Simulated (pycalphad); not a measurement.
All values are pycalphad results on the COST 507 light-alloy database (1999) (1 atm), not direct measurements. These are 1990s assessments: newer ones move some temperatures and phases. Amounts are mole fractions of atoms.

Give the equilibrium state of C-53.1B (at.%) at 2477 °C.


```
T = 2750.00 K, P = 101325 Pa, N = 1 mol of atoms
G = -101820 J/mol, H = 101007 J/mol, S = 73.76 J/(mol K)  (SER reference)
chemical potentials (J/mol): C -80225, B -120894
phase             fraction       x(C)       x(B)
LIQUID              0.7580     0.3065     0.6935
GRAPHITE            0.2420     0.9781     0.0219
```

Give the equilibrium state of C-53.1B (at.%) at 2077 °C.


```
T = 2350.00 K, P = 101325 Pa, N = 1 mol of atoms
G = -79760 J/mol, H = 33810 J/mol, S = 48.33 J/(mol K)  (SER reference)
chemical potentials (J/mol): C -61247, B -96111
phase             fraction       x(C)       x(B)
B4C                 0.6551     0.1969     0.8031
GRAPHITE            0.3449     0.9857     0.0143
```

Database names, with the compositions (at.%) that they take in these runs: B4C: B 80 C 20.
